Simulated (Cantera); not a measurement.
Source: NASA polynomial tables (part measured, part estimated), evaluated in Cantera. Values are per mole of reaction as written; species without (g) are pure solids or liquids, kept so even where they would boil at 1 bar.

3 H2(g) + N2(g) = 2 NH3(g), with ΔH° = -92.0 kJ and ΔS° = -198.4 J/K at 300 K.

### Question
How far is the shortcut ΔG° ≈ ΔH°(300 K) − T·ΔS°(300 K) from the full temperature-dependent value at 1698, 1748, 1798, 1848, 1898 K?

### Answer
```tsv
T (K)	shortcut (kJ)	full (kJ)	difference (kJ)	difference in log10 K
1698	244.9	288.5	-43.6	1.34
1748	254.8	300.3	-45.5	1.36
1798	264.7	312.1	-47.3	1.38
1848	274.7	323.9	-49.2	1.39
1898	284.6	335.7	-51.1	1.41
```
The shortcut ignores the heat-capacity change of the reaction.
